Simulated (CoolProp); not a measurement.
The numbers come from the reference Helmholtz-energy equation of state, Thol 2018 in CoolProp.

Task: For hydrogen chloride, give the phase and the Z, expansivity (1/kK) at 341.1 K and 238 bar; 341.1 K and 297 bar; 341.1 K and 416 bar.

Result: 
- 341.1 K and 238 bar: supercritical; Z 0.396, expansivity 5.54
- 341.1 K and 297 bar: supercritical; Z 0.469, expansivity 4.32
- 341.1 K and 416 bar: supercritical; Z 0.613, expansivity 3.18
